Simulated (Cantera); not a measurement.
## Si₃N₄ + HCl (nitride etching)

Feed: 1 mol Si₃N₄, 50 mol HCl, at 1725 K and 31.0 Pa.

These are equilibrium values from Cantera (NASA tables, ideal gas, pure condensed phases), not measurements of a reactor. Candidate condensed phases: NH₄Cl, Si, Si₃N₄; 28 gas species. The tables' values for SiCl₃, SiCl are old estimates; treat these amounts as uncertain. Rates play no part.

- x(HCl): 0.808
- x(H₂): 0.0693
- x(SiCl₂): 0.0547
- x(N₂): 0.0380
- x(Cl): 0.0251
- x(H): 0.00278
- x(SiCl₃): 0.00210
- x(SiCl₄): 0.000151
- x(SiCl): 4.10e-5
- gas amount: 52.67 mol
- log10 activity of Si(l) (absent): -2.77
